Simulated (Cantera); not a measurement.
An isothermal, constant-pressure homogeneous reactor starts with C₂H₆ : H₂ = 1 : 7.5 (molar parts), at 1975 K and 0.000200 bar.

Detailed kinetics in Cantera: GRI-Mech 3.0 (53 species, 325 reactions). GRI-Mech 3.0 stops at C3 and has no aromatics, soot or wall deposition, so with more carbon than oxygen in the feed, carbon stays in small species such as C2H2 where larger ones or solid carbon would form. Radical loss at walls, strong at low pressure, is not modelled.

x: mole fraction; the columns are a selection and need not sum to one.

| t (s) | x C₂H₆ | x H₂ | x CH₂ | x C₂H | x C₂H₄ |
|---|---|---|---|---|---|
| 6.00e-5 | 0.114 | 0.879 | 7.74e-8 | <1e-12 | 4.77e-7 |
| 0.000194 | 0.106 | 0.873 | 2.44e-6 | <1e-12 | 2.02e-5 |
| 0.000629 | 0.0819 | 0.853 | 5.06e-5 | 1.69e-10 | 0.000924 |
| 0.00204 | 0.0242 | 0.805 | 0.000253 | ? | 0.0105 |
| 0.00660 | 0.000143 | 0.787 | 0.000271 | ? | 0.0112 |
| 0.0214 | 5.73e-5 | 0.818 | 0.000155 | ? | 0.00541 |
| 0.0693 | 2.43e-5 | 0.845 | 7.47e-5 | ? | 0.00229 |
| 0.224 | 8.22e-6 | 0.865 | 3.50e-5 | 9.60e-6 | 0.000820 |
| 0.727 | 2.49e-6 | 0.879 | 2.02e-5 | 9.29e-6 | 0.000264 |
| 2.35 | 4.41e-7 | 0.890 | 1.32e-5 | ? | 5.39e-5 |
| 7.63 | 2.05e-8 | 0.893 | 6.50e-6 | ? | 5.26e-6 |
| 24.7 | 1.61e-10 | 0.886 | 1.76e-6 | ? | 1.06e-6 |
| 80.0 | <1e-12 | 0.867 | 3.31e-7 | ? | 3.93e-7 |

What belongs in the gaps?


- 0.00204, x C₂H: 2.17e-7
- 0.00660, x C₂H: 9.25e-6
- 0.0214, x C₂H: 1.42e-5
- 0.0693, x C₂H: 1.22e-5
- 2.35, x C₂H: 1.19e-5
- 7.63, x C₂H: 1.90e-5
- 24.7, x C₂H: 3.63e-5
- 80.0, x C₂H: 7.36e-5
